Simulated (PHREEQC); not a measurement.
## Sulfide liquor (model solution)

Solution (15 °C): 0.11 mol NaHS, 0.091 mol NaHCO3 and 0.022 mol FeCl2 per kg of water. Closed to the air; pH follows from the charge balance.

The numbers come from PHREEQC with the ion-association model, wateq4f.dat.

Precipitation was switched off in this run.

Predict the pH, ionic strength, activity of water.

pH 8.32; ionic strength 0.197 mol/kgw; activity of water 0.993.

In which forms is Na present?

Na+ 97 %, NaHCO3 2.4 %, NaCO3- 0.5 % of the Na.

The polysulfide entries of wateq4f.dat were taken out for this run.
